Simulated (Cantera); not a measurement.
Charge: 1 mol HBr, 0.63 mol O2, 3.1 mol H2, held at 2948.15 K and 500 Pa.

Cantera equilibrium calculation (NASA polynomials, part measured and part estimated; ideal gas, pure solids and liquids). Candidate condensed phases: Br2, H2O; 12 gas species. Kinetics and transport are ignored.

Base state: H 0.619, Br 0.121, H2 0.106, O 0.101, OH 0.0282, H2O 0.0152, O2 0.00576, HBr 0.00337 (mole fractions); condensed: gas only.

Task: What changes in the equilibrium state with this change: 0.66 mol NH3 added?

Result: 
```
species   before    after
-------  -------  -------
H          0.619    0.635
H2         0.106    0.112
Br         0.121   0.0964
N2             0   0.0321
O          0.101   0.0807
OH        0.0282   0.0231
H2O       0.0152   0.0127
NO             0  0.00119
N              0  2.51e-5
O2       0.00576  0.00365
```
